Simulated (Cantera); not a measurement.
## Thermodynamics of fluorocarbon and chlorocarbon gases, feed CHF₃ + H₂

Input: 1 mol CHF₃, 2.3 mol H₂, equilibrated at 8.10 Pa.

These are equilibrium values from Cantera (NASA tables, ideal gas, pure condensed phases), not measurements of a reactor. Candidate condensed phases: C, C₆H₆, C₇H₈, C₈H₁₈; 95 gas species. The numbers say what is thermodynamically allowed, not how fast it happens.

| T (°C) | x HF | x H | x H₂ | x F | x C₃ | x C₂H₂ (acetylene) | x C | n C(graphite) |
|---|---|---|---|---|---|---|---|---|
| 1650 | 0.679 | 0.0541 | 0.267 | 4.08e-5 | 4.75e-8 | 0.000121 | 6.69e-8 | 0.999 |
| 1725 | 0.667 | 0.0882 | 0.245 | 9.80e-5 | 3.26e-7 | 0.000186 | 3.60e-7 | 0.998 |
| 1800 | 0.650 | 0.135 | 0.214 | 0.000225 | 1.94e-6 | 0.000262 | 1.71e-6 | 0.997 |
| 1875 | 0.629 | 0.194 | 0.176 | 0.000500 | 1.01e-5 | 0.000337 | 7.31e-6 | 0.996 |
| 1950 | 0.606 | 0.260 | 0.133 | 0.00110 | 4.73e-5 | 0.000386 | 2.83e-5 | 0.995 |
| 2025 | 0.581 | 0.323 | 0.0922 | 0.00240 | 0.000199 | 0.000395 | 1.00e-4 | 0.991 |
| 2100 | 0.558 | 0.376 | 0.0587 | 0.00528 | 0.000762 | 0.000361 | 0.000326 | 0.980 |
x: gas mole fraction; n: condensed amount in mol.

From 1650 °C to 2100 °C the condensed part is C(graphite). The main C-bearing gas is C₂H₂ (acetylene) at 1650 °C and C₃ at 2100 °C. The share of C in condensed phases is highest at 1650 °C (99.9 %) and lowest at 2100 °C (98.0 %).
